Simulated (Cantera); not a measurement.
Input (Python, Cantera) and output of one run.

```python
import numpy as np
import cantera as ct

gas_names = [...]  # 95 gases of nasa_gas.yaml made of C, F, H
cond_names = """
    C(gr) C6H6(L) C7H8(L) C8H18(L),n-octa
""".split()


# ... load() reads the species with a 1 bar reference pressure and builds the phases ...
atoms = {
    'CH2F2': {'C': 1, 'H': 2, 'F': 2},
    'F2': {'F': 2},
    'H2': {'H': 2},
}
top_T = {'C(gr)': 4500}  # K; cautious upper limits of use, not melting points


# ... equilibrate(T, P, feed) seeds the gas with the atoms and calls Mixture.equilibrate('TP', solver="vcs", rtol=1e-11, max_steps=5000) ...
results = []
feed = {'CH2F2': 1, 'F2': 1.9, 'H2': 0.16}  # mol
P = 6900  # Pa
for T in [1600, 1625, 1650, 1675, 1700, 1725, 1750, 1775, 1800, 1825, 1850, 1875]:
    mix = equilibrate(T, P, feed)
    results.append((T, P, feed, dict(zip(mix.species_names, mix.species_moles))))
    x = sorted(zip(gas.X, gas.species_names), reverse=True)
    print(f"T = {T:g} K  P = {P:g} Pa  gas = {mix.phase_moles(0):.4g} mol")
    print("   x: " + "  ".join(f"{s} {v:.3e}" for v, s in x if v > 0.0001))
    print("   condensed (mol): " + ("  ".join(f"{mix.phase(i).name} {mix.phase_moles(i):.4g}"
          for i in range(1, mix.n_phases) if mix.phase_moles(i) > 1e-12) or "none"))
```

It prints:

```
T = 1600 K  P = 6900 Pa  gas = 3.191 mol
   x: HF 7.271e-01  CF4 2.724e-01  CF2 3.436e-04
   condensed (mol): C(gr) 0.1294
T = 1625 K  P = 6900 Pa  gas = 3.191 mol
   x: HF 7.270e-01  CF4 2.723e-01  CF2 4.741e-04
   condensed (mol): C(gr) 0.1292
T = 1650 K  P = 6900 Pa  gas = 3.191 mol
   x: HF 7.270e-01  CF4 2.722e-01  CF2 6.476e-04  CF3 1.202e-04  F 1.064e-04
   condensed (mol): C(gr) 0.1289
T = 1675 K  P = 6900 Pa  gas = 3.192 mol
   x: HF 7.268e-01  CF4 2.720e-01  CF2 8.760e-04  CF3 1.536e-04  F 1.502e-04
   condensed (mol): C(gr) 0.1286
T = 1700 K  P = 6900 Pa  gas = 3.193 mol
   x: HF 7.267e-01  CF4 2.717e-01  CF2 1.174e-03  F 2.098e-04  CF3 1.949e-04
   condensed (mol): C(gr) 0.1281
T = 1725 K  P = 6900 Pa  gas = 3.193 mol
   x: HF 7.265e-01  CF4 2.714e-01  CF2 1.560e-03  F 2.902e-04  CF3 2.455e-04
   condensed (mol): C(gr) 0.1275
T = 1750 K  P = 6900 Pa  gas = 3.194 mol
   x: HF 7.262e-01  CF4 2.710e-01  CF2 2.055e-03  F 3.977e-04  CF3 3.071e-04
   condensed (mol): C(gr) 0.1268
T = 1775 K  P = 6900 Pa  gas = 3.196 mol
   x: HF 7.259e-01  CF4 2.705e-01  CF2 2.685e-03  F 5.402e-04  CF3 3.815e-04
   condensed (mol): C(gr) 0.1258
T = 1800 K  P = 6900 Pa  gas = 3.198 mol
   x: HF 7.255e-01  CF4 2.698e-01  CF2 3.481e-03  F 7.275e-04  CF3 4.709e-04
   condensed (mol): C(gr) 0.1246
T = 1825 K  P = 6900 Pa  gas = 3.2 mol
   x: HF 7.250e-01  CF4 2.690e-01  CF2 4.479e-03  F 9.715e-04  CF3 5.776e-04
   condensed (mol): C(gr) 0.1231
T = 1850 K  P = 6900 Pa  gas = 3.203 mol
   x: HF 7.244e-01  CF4 2.679e-01  CF2 5.719e-03  F 1.287e-03  CF3 7.039e-04
   condensed (mol): C(gr) 0.1213
T = 1875 K  P = 6900 Pa  gas = 3.206 mol
   x: HF 7.235e-01  CF4 2.666e-01  CF2 7.251e-03  F 1.692e-03  CF3 8.527e-04
   condensed (mol): C(gr) 0.119
```

These are equilibrium values from Cantera (NASA tables, ideal gas, pure condensed phases), not measurements of a reactor. Gases not in the tables: C2F6 and larger saturated fluorocarbons.
